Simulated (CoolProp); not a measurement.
Values from CoolProp's reference Helmholtz-energy equation of state, Lemmon 2006. It is a short technical equation, of lower accuracy than the large ones.

Question: Give the vapour pressure (kPa), liquid density (kg/m³), vapour density (kg/m³), enthalpy of vaporisation (kJ/kg) of saturated carbon monoxide at -166.65 °C.

Answer: 
```json
[
 {"T (°C)": "-166.65", "p (kPa)": "855", "liquid density (kg/m³)": "669", "vapour density (kg/m³)": "33.2", "enthalpy of vaporisation (kJ/kg)": "170"}
]
```
